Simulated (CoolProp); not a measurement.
Vapour-liquid equilibrium of n-perfluorobutane (1) + R365MFC (2) at 54.5 kPa; x and y are mole fractions of (1).

Values from CoolProp's multi-fluid Helmholtz-energy mixture model, Gao 2022 and Lemmon 2016; pair parameters Bell 2016.

Question: Give the bubble temperature and the first vapour's composition at x = 0.55, 0.65, 0.85. Is there an azeotrope?

Answer: x = 0.55: 259.4 K, y = 0.866; x = 0.65: 259.0 K, y = 0.875; x = 0.85: 257.7 K, y = 0.918. No azeotrope shows between x = 0.05 and 0.95.

Pair parameters are fitted to limited data, so mixtures are less certain than the pure fluids. With so large a gap from Raoult's law the liquid may split in two, which this calculation doesn't test in full.
